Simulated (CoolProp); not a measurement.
A simple Rankine cycle with water: condensing at 291.15 K, boiler at 0.0429 MPa, turbine inlet 352.7 K, turbine efficiency 0.75, pump efficiency 0.6, no recuperator. Each further row changes one setting.

Values from CoolProp's reference Helmholtz-energy equation of state, Wagner 2002.

```tsv
case	thermal efficiency (%)	net work (kJ/kg)	heat in (kJ/kg)	turbine exit temperature (K)	volume ratio over the turbine
as stated	12.2	…	2570	291.1	…
turbine inlet 372.7 K	12.2	318	2610	291.1	15.2
condensing temperature 283.15 K	…	357	…	283.2	25.6
boiler pressure 0.03 MPa	10.8	277	2570	291.1	…
turbine efficiency 0.65	10.5	270	2570	291.1	16.1
```

Question: What belongs in the gaps?

Answer: 
- as stated, net work (kJ/kg): 312
- as stated, volume ratio over the turbine: 15.9
- condensing temperature 283.15 K, thermal efficiency (%): 13.7
- condensing temperature 283.15 K, heat in (kJ/kg): 2600
- boiler pressure 0.03 MPa, volume ratio over the turbine: 11.2

The expansion ends wet for: as stated; turbine inlet 372.7 K; condensing temperature 283.15 K; boiler pressure 0.03 MPa; turbine efficiency 0.65.
